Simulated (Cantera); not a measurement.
An adiabatic, constant-pressure homogeneous reactor starts with H2 : O2 : N2 = 1 : 0.515 : 1.94 (molar parts), equivalence ratio 0.97, at 1325 K and 0.987 atm.

Model: GRI-Mech 3.0 (53 species, 325 reactions), integrated in Cantera.

Q: Predict: time of steepest temperature rise; temperature at 1.00 s; equilibrium temperature; x(H2) at 1.00 s; x(O2) at 1.00 s; x(HO2) at 1.00 s; x(H2O) at 1.00 s; x(OH) at 1.00 s.

A: 
| Property | Result |
|---|---|
| time of steepest temperature rise | 25.0 µs |
| temperature at 1.00 s | 2783 K |
| equilibrium temperature | 2783 K |
| x(H2) at 1.00 s | 0.0425 (gas-phase equilibrium 0.0425) |
| x(O2) at 1.00 s | 0.0158 (gas-phase equilibrium 0.0158) |
| x(HO2) at 1.00 s | 6.40e-6 (gas-phase equilibrium 6.40e-6) |
| x(H2O) at 1.00 s | 0.260 (gas-phase equilibrium 0.260) |
| x(OH) at 1.00 s | 0.0271 (gas-phase equilibrium 0.0271) |
